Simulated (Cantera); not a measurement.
An isothermal, constant-pressure homogeneous reactor starts with 4.00 % C2H6, 96.0 % N2, at 2000 K and 10.00 Torr.

Detailed kinetics in Cantera: GRI-Mech 3.0 (53 species, 325 reactions). GRI-Mech 3.0 stops at C3 and has no aromatics, soot or wall deposition, so with more carbon than oxygen in the feed, carbon stays in small species such as C2H2 where larger ones or solid carbon would form. Radical loss at walls, strong at low pressure, is not modelled.

Q: Predict: x(CH4) at 40.0 s; x(CH3) at 40.0 s; x(H2) at 40.0 s; x(C2H4) at 40.0 s; x(C2H2) at 40.0 s.

A: 
| Property | Result |
|---|---|
| x(CH4) at 40.0 s | 1.49e-7 (gas-phase equilibrium 3.55e-7) |
| x(CH3) at 40.0 s | 1.55e-7 (gas-phase equilibrium 3.70e-7) |
| x(H2) at 40.0 s | 0.0720 (gas-phase equilibrium 0.0721) |
| x(C2H4) at 40.0 s | 2.36e-7 (gas-phase equilibrium 5.26e-8) |
| x(C2H2) at 40.0 s | 0.0368 (gas-phase equilibrium 0.00817) |
